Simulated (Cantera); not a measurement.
A diamond (100) surface in a fixed gas of H2 with x(CH4) = 0.0024, x(H) = 0.0011, at 923 K, 9700 Pa; coverages are run to steady state.

Computed with Cantera and the Harris–Goodwin 1993 mechanism for the reconstructed diamond (100) surface.

θ: site fractions in the mechanism's names (c6HH fully hydrogenated, c6H* and c6*H radical sites, c6** diradical, c6HM methylated).

```json
[
 {"x(CH3)": "1e-06", "growth (µm/h)": "0.0340", "θ c6HH": "0.670", "θ c6H*": "0.0121", "θ c6*H": "0.312", "θ c6**": "0.00519", "θ c6HM": "0.000677"},
 {"x(CH3)": "2.3e-06", "growth (µm/h)": "0.0782", "θ c6HH": "0.669", "θ c6H*": "0.0120", "θ c6*H": "0.311", "θ c6**": "0.00519", "θ c6HM": "0.00155"},
 {"x(CH3)": "5.1e-06", "growth (µm/h)": "[?]", "θ c6HH": "0.668", "θ c6H*": "0.0120", "θ c6*H": "0.311", "θ c6**": "0.00517", "θ c6HM": "[?]"},
 {"x(CH3)": "1.2e-05", "growth (µm/h)": "0.404", "θ c6HH": "0.664", "θ c6H*": "0.0119", "θ c6*H": "0.309", "θ c6**": "0.00513", "θ c6HM": "0.00804"},
 {"x(CH3)": "2.6e-05", "growth (µm/h)": "0.865", "θ c6HH": "0.656", "θ c6H*": "0.0118", "θ c6*H": "0.305", "θ c6**": "0.00506", "θ c6HM": "0.0172"},
 {"x(CH3)": "5.9e-05", "growth (µm/h)": "1.90", "θ c6HH": "0.639", "θ c6H*": "0.0115", "θ c6*H": "0.297", "θ c6**": "0.00488", "θ c6HM": "0.0379"},
 {"x(CH3)": "0.00013", "growth (µm/h)": "3.95", "θ c6HH": "0.604", "θ c6H*": "0.0108", "θ c6*H": "0.281", "θ c6**": "0.00454", "θ c6HM": "0.0785"},
 {"x(CH3)": "0.0003", "growth (µm/h)": "[?]", "θ c6HH": "[?]", "θ c6H*": "[?]", "θ c6*H": "[?]", "θ c6**": "[?]", "θ c6HM": "[?]"},
 {"x(CH3)": "0.00068", "growth (µm/h)": "14.2", "θ c6HH": "0.433", "θ c6H*": "0.00768", "θ c6*H": "0.199", "θ c6**": "0.00288", "θ c6HM": "0.282"}
]
```

**Question.** What belongs in the gaps?

**Answer.** 
- 5.1e-06, growth (µm/h): 0.173
- 5.1e-06, θ c6HM: 0.00344
- 0.0003, growth (µm/h): 7.98
- 0.0003, θ c6HH: 0.537
- 0.0003, θ c6H*: 0.00960
- 0.0003, θ c6*H: 0.248
- 0.0003, θ c6**: 0.00388
- 0.0003, θ c6HM: 0.159
